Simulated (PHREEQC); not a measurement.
Solution (35 °C): 0.0049 mol NaHCO3 and 0.056 mol Na2HPO4 per kg of water. Closed to the air; pH follows from the charge balance.

Model: ion-association model, phreeqc.dat, run in PHREEQC.

The ionic strength comes out as 0.165 mol/kgw. What activity coefficients do HPO4-2, CO3-2, H2PO4-, NaCO3-, OH- get?

HPO4-2 0.31, CO3-2 0.32, H2PO4- 0.76, NaCO3- 0.75, OH- 0.72.

This is a speciation only: nothing precipitates in the calculation. Species that the database lacks are ignored.
